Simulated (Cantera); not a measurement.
## Ignition delay

Mixture: CH4 : O2 : N2 : H2 = 1 : 4.17 : 15.7 : 0.4 (molar parts), at 233 Torr, adiabatic and at constant volume. Ignition delay is the time to a rise of 400 K.

Detailed kinetics in Cantera: GRI-Mech 3.0 (53 species, 325 reactions).

```tsv
T0 (K)	delay (ms)
1025	32.9
1100	14.5
1175	6.85
1250	3.52
1325	1.98
1400	1.20
1475	0.775
```

```json
{
 "apparent activation energy between 1325 and 1475 K": "100 kJ/mol"
}
```
